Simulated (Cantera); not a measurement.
A closed system holds: 1 mol Si2Cl6, 0.043 mol Cl2, 37 mol N2, equilibrated at 1327 °C and 310 Pa.

These are equilibrium values from Cantera (NASA tables, ideal gas, pure condensed phases), not measurements of a reactor. Candidate condensed phases: Si, Si3N4; 13 gas species. The feed counts by its element totals alone. The tables' values for SiCl3 are old estimates; treat these amounts as uncertain. Kinetics and transport are ignored.

Base state: N2 0.943, SiCl2 0.0212, SiCl4 0.0175, SiCl3 0.0123, Cl 0.00588 (mole fractions); condensed: gas only.

What changes in the equilibrium state with this change: temperature from 1327 °C to 952 °C?


| species | before | after |
|---|---|---|
| N2 | 0.943 | 0.958 |
| SiCl4 | 0.0175 | 0.0361 |
| SiCl3 | 0.0123 | 0.00327 |
| SiCl2 | 0.0212 | 0.00234 |
| Cl | 0.00588 | 5.45e-6 |
| Si3N4(s), mol | 0 | 0.134 |
N2 is the only nitrogen source here; it is nearly inert below about 1500 K, so the nitride shown seldom forms there in practice.

What changes in the equilibrium state with this change: temperature from 1327 °C to 850 °C?


| species | before | after |
|---|---|---|
| N2 | 0.943 | 0.960 |
| SiCl4 | 0.0175 | 0.0391 |
| SiCl3 | 0.0123 | 0.000796 |
| SiCl2 | 0.0212 | 0.000201 |
| Cl | 0.00588 | 7.33e-7 |
| Si3N4(s), mol | 0 | 0.156 |
N2 is the only nitrogen source here; it is nearly inert below about 1500 K, so the nitride shown seldom forms there in practice.

What changes in the equilibrium state with this change: temperature from 1327 °C to 1302 °C?


| species | before | after |
|---|---|---|
| N2 | 0.943 | 0.945 |
| SiCl2 | 0.0212 | 0.0204 |
| SiCl4 | 0.0175 | 0.0186 |
| Cl | 0.00588 | 0.00399 |
| SiCl3 | 0.0123 | 0.0120 |
